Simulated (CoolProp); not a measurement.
Toluene along the isobar 3.12 MPa: Z from the reference equation and from simpler models built on Tc = 591.7 K, pc = 4.126 MPa, ω = 0.266; each cubic takes its own stable root.

Computed with CoolProp (reference Helmholtz-energy equation of state, Lemmon 2006). It is a short technical equation, of lower accuracy than the large ones.

| T (K) | phase | reference | van der Waals | Redlich-Kwong | Peng-Robinson |
|---|---|---|---|---|---|
| 195.1 | liquid | 0.1847 | 0.3205 | 0.2157 | ___ |
| 216 | liquid | 0.1703 | 0.2937 | 0.1977 | 0.1748 |
| 236.9 | liquid | ___ | ___ | 0.1832 | 0.1614 |
| 257.8 | liquid | 0.1488 | 0.2539 | ___ | 0.1503 |
| 278.7 | liquid | 0.1406 | 0.2388 | 0.1614 | 0.1411 |
| 299.6 | liquid | 0.1337 | 0.2262 | 0.1532 | 0.1335 |
| 320.5 | liquid | 0.1278 | 0.2154 | 0.1464 | ___ |
| 341.4 | liquid | 0.1228 | ___ | 0.1408 | ___ |
| 362.3 | liquid | 0.1186 | 0.1987 | 0.1362 | 0.1171 |
| 383.3 | liquid | ___ | 0.1923 | 0.1324 | 0.1135 |

Question: What belongs in the gaps?

Answer: 
- 195.1, Peng-Robinson: 0.1913
- 236.9, reference: 0.1585
- 236.9, van der Waals: 0.2719
- 257.8, Redlich-Kwong: 0.1713
- 320.5, Peng-Robinson: 0.1270
- 341.4, van der Waals: 0.2064
- 341.4, Peng-Robinson: 0.1216
- 383.3, reference: 0.1151
